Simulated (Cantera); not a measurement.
A freely propagating, adiabatic, planar premixed flame of CH₄ : H₂ : O₂ : N₂ = 1 : 0.97 : 1.91 : 7.19 (molar parts), unburnt at 348 K and 1.28 atm; mixture-averaged transport, grid criteria slope 0.08 and curve 0.16, no radiation.

Computed with Cantera and GRI-Mech 3.0 (53 species, 325 reactions). Burning velocities carry a grid error of a few per cent, more on coarse grids.

x: mole fraction of selected species; z is measured from the peak of heat release.

```csv
z (mm),T (K),u (m/s),x CH₄,x H₂,x O₂,x C₂H₆,x CH₂CO,x H₂O
-0.904,348,0.572,0.0904,0.0872,0.173,<1e-8,<1e-8,9.87e-6
-0.603,350,0.574,0.0905,0.0859,0.173,8.37e-8,<1e-8,0.000143
-0.452,361,0.592,0.0903,0.0838,0.173,1.33e-6,2.54e-8,0.00109
-0.301,454,0.741,0.0870,0.0788,0.169,3.69e-5,8.70e-7,0.0107
-0.151,961,1.58,0.0621,0.0710,0.133,0.000685,2.68e-5,0.0677
-0.0754,1397,2.32,0.0357,0.0672,0.0909,0.000952,9.47e-5,0.119
0,1775,2.97,0.0106,0.0618,0.0439,0.000170,0.000107,0.168
0.0754,1950,3.27,0.00145,0.0548,0.0157,3.88e-6,2.45e-5,0.195
0.151,2001,3.35,0.000142,0.0509,0.00554,4.47e-8,2.57e-6,0.204
0.301,2032,3.39,(withheld),0.0502,(withheld),<1e-8,(withheld),0.206
0.603,2061,3.43,<1e-8,0.0511,0.000786,<1e-8,<1e-8,0.206
1.21,2093,3.48,<1e-8,0.0514,0.000438,<1e-8,<1e-8,0.208
2.41,2120,3.52,<1e-8,0.0515,(withheld),<1e-8,<1e-8,0.210
```

Some entries are withheld; supply them.


- 0.301, x CH₄: 1.68e-6
- 0.301, x O₂: 0.00150
- 0.301, x CH₂CO: 5.34e-8
- 2.41, x O₂: 0.000195
